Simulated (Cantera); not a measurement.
Charge: 1 mol SiH₄, 0.32 mol Cl₂, 77 mol N₂, at 0.0180 bar.

These are equilibrium values from Cantera (NASA tables, ideal gas, pure condensed phases), not measurements of a reactor. Candidate condensed phases: NH₄Cl, Si, Si₃N₄; 28 gas species. N₂ is the only nitrogen source here; it is nearly inert below about 1500 K, so the nitride shown seldom forms there in practice. Equilibrium is a limit: real reactors are often held back by kinetics, nucleation or transport. All values below are at 1475 K.

Base state: N₂ 0.970, H₂ 0.0215, HCl 0.00787, SiCl₂ 0.000126, H 1.42e-5 (mole fractions); condensed: Si₃N₄(s).

Question: What changes in the equilibrium state with this change: Cl₂ from 0.32 to 0.017 mol?

Answer: 
```
species          before     after
-------------  --------  --------
N₂                0.970     0.974
H₂               0.0215    0.0253
HCl             0.00787  0.000433
SiCl₂          0.000126   3.24e-7
H               1.42e-5   1.54e-5
Si₃N₄(s), mol     0.330     0.333
```
